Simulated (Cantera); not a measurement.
Source: NASA polynomial tables (part measured, part estimated), evaluated in Cantera. Values are per mole of reaction as written; species without (g) are pure solids or liquids, kept so even where they would boil at 1 bar. TaC: taken at fixed stoichiometry.

Q: Between 998 and 1198 K, where is each reaction favourable under standard conditions?
- TaC + TaO2(g) ⇌ CO2(g) + 2 Ta

A: 
- TaC + TaO2(g) ⇌ CO2(g) + 2 Ta: ΔG° is -25 kJ at 998 K and -20 kJ at 1198 K; it stays negative (K > 1). ΔH° is -46 kJ and ΔS° -21 J/K at 1198 K.
